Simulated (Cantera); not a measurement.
An isothermal, constant-pressure homogeneous reactor starts with 86.2 % NO, 13.8 % N2, at 2023 K and 0.132 atm.

Detailed kinetics in Cantera: GRI-Mech 3.0 (53 species, 325 reactions).

x: mole fraction; the columns are a selection and need not sum to one.

```json
[
 {"t (s)": "0.000300", "x NO": "0.862", "x O2": "1.18e-6", "x O": "?", "x N2": "0.138", "x N2O": "3.85e-5"},
 {"t (s)": "0.00133", "x NO": "0.862", "x O2": "3.07e-5", "x O": "?", "x N2": "0.138", "x N2O": "0.000140"},
 {"t (s)": "0.00591", "x NO": "0.860", "x O2": "0.000672", "x O": "?", "x N2": "0.139", "x N2O": "0.000293"},
 {"t (s)": "0.0262", "x NO": "0.852", "x O2": "0.00452", "x O": "?", "x N2": "0.143", "x N2O": "0.000307"},
 {"t (s)": "0.116", "x NO": "0.817", "x O2": "0.0220", "x O": "?", "x N2": "0.160", "x N2O": "0.000272"},
 {"t (s)": "0.516", "x NO": "0.663", "x O2": "0.0986", "x O": "?", "x N2": "0.237", "x N2O": "0.000163"},
 {"t (s)": "2.29", "x NO": "0.243", "x O2": "0.308", "x O": "?", "x N2": "0.447", "x N2O": "1.93e-5"},
 {"t (s)": "10.2", "x NO": "0.0217", "x O2": "0.419", "x O": "0.00142", "x N2": "0.558", "x N2O": "2.84e-7"},
 {"t (s)": "45.1", "x NO": "0.00986", "x O2": "0.425", "x O": "0.00143", "x N2": "0.564", "x N2O": "1.71e-7"},
 {"t (s)": "200", "x NO": "0.00985", "x O2": "0.425", "x O": "0.00143", "x N2": "0.564", "x N2O": "1.71e-7"}
]
```

### Question
Some entries are withheld; supply them.

### Answer

- 0.000300, x O: 3.72e-5
- 0.00133, x O: 0.000148
- 0.00591, x O: 0.000313
- 0.0262, x O: 0.000352
- 0.116, x O: 0.000458
- 0.516, x O: 0.000756
- 2.29, x O: 0.00124
